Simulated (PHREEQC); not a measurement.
1 kg of water meets 20 L of dry gas (N2 0.36, O2 0.64 by moles) at fixed total pressure, at 40 °C; fugacities by Peng-Robinson. The gases take part in no redox reaction, some water evaporates into the gas, and hydrates or a liquid gas phase aren't modelled. Nothing may precipitate in this run.

Computed with PHREEQC (ion-association model, phreeqc.dat).

Problem. Predict dissolved N2 (mol/kgw) at P (atm) = 20, 30, 50, 100, 400.

Solution. 
| P (atm) | dissolved N2 (mol/kgw) |
|---|---|
| 20 | 0.00391 |
| 30 | 0.00579 |
| 50 | 0.00941 |
| 100 | 0.0177 |
| 400 | 0.0549 |

Away from 25 °C the constants follow the database's enthalpies or fits; those with neither stay at their 25 °C values.
